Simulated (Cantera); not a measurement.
What does this Cantera script print?

```python
import numpy as np
import cantera as ct

gas_names = [...]  # 113 gases of nasa_gas.yaml made of C, H, O, Pb
cond_names = """
    C(gr) C6H6(L) C7H8(L) C8H18(L),n-octa H2O(s) H2O(L) Pb(cr) Pb(L) PbO(rd) PbO(yw) PbO(L) PbO2(s)
    Pb3O4(s)
""".split()


# ... load() reads the species with a 1 bar reference pressure and builds the phases ...
atoms = {
    'PbO': {'Pb': 1, 'O': 1},
    'C': {'C': 1},
    'CO': {'C': 1, 'O': 1},
    'CH4': {'C': 1, 'H': 4},
}
top_T = {'C(gr)': 4500, 'Pb3O4(s)': 820}  # K; cautious upper limits of use, not melting points


# ... equilibrate(T, P, feed) seeds the gas with the atoms and calls Mixture.equilibrate('TP', solver="vcs", rtol=1e-11, max_steps=5000) ...
results = []
feed = {'PbO': 1, 'C': 0.93, 'CO': 0.01, 'CH4': 5.8}  # mol
P = 15  # Pa
for T in [1723, 1773, 1823, 1873, 1923, 1973, 2023, 2073, 2123, 2173, 2223, 2273, 2323, 2373]:
    mix = equilibrate(T, P, feed)
    results.append((T, P, feed, dict(zip(mix.species_names, mix.species_moles))))

top = {s: max(r[3][s] / sum(r[3][g] for g in gas_names) for r in results) for s in gas_names}
cols = sorted((s for s in top if top[s] > 1e-05), key=lambda s: -top[s])[:8]
seen = [c for c in cond_names if any(r[3].get(c, 0) > 1e-12 for r in results)]
print("log10 of partial pressures in bar; condensed amounts in mol")
print(f"{'T/K':>10s}" + "".join(f"{s[:9]:>10s}" for s in cols + seen))
for T, P, feed, n in results:
    ng = sum(n[g] for g in gas_names)
    print(f"{T:10.4g}" + "".join(f"{np.log10(max(n[s] / ng * P / 1e5, 1e-99)):10.3f}" for s in cols)
          + "".join(f"{n.get(c, 0):10.4g}" for c in seen))
```

Output:

```
log10 of partial pressures in bar; condensed amounts in mol
       T/K        H2         H        CO        Pb C2H2,acet        C3       C2H         C     C(gr)
      1723    -3.900    -5.689    -4.956    -4.961    -7.943   -14.010   -11.938   -13.528     5.728
      1773    -3.903    -5.498    -4.958    -4.962    -7.757   -13.305   -11.459   -12.914     5.727
      1823    -3.909    -5.318    -4.960    -4.965    -7.584   -12.640   -11.008   -12.335     5.725
      1873    -3.916    -5.148    -4.964    -4.968    -7.422   -12.011   -10.583   -11.786     5.723
      1923    -3.927    -4.989    -4.969    -4.973    -7.272   -11.415   -10.181   -11.266      5.72
      1973    -3.942    -4.841    -4.975    -4.979    -7.135   -10.850    -9.802   -10.773     5.716
      2023    -3.961    -4.702    -4.983    -4.988    -7.010   -10.314    -9.445   -10.304     5.711
      2073    -3.987    -4.574    -4.994    -4.998    -6.899    -9.804    -9.109    -9.858     5.705
      2123    -4.021    -4.456    -5.007    -5.012    -6.802    -9.320    -8.794    -9.433     5.697
      2173    -4.065    -4.349    -5.024    -5.028    -6.721    -8.857    -8.499    -9.027     5.688
      2223    -4.120    -4.253    -5.043    -5.047    -6.657    -8.417    -8.223    -8.640     5.678
      2273    -4.188    -4.170    -5.065    -5.069    -6.611    -7.996    -7.968    -8.270     5.666
      2323    -4.270    -4.098    -5.088    -5.092    -6.585    -7.594    -7.733    -7.917     5.649
      2373    -4.368    -4.039    -5.112    -5.116    -6.579    -7.209    -7.518    -7.578     5.624
```

These are equilibrium values from Cantera (NASA tables, ideal gas, pure condensed phases), not measurements of a reactor.
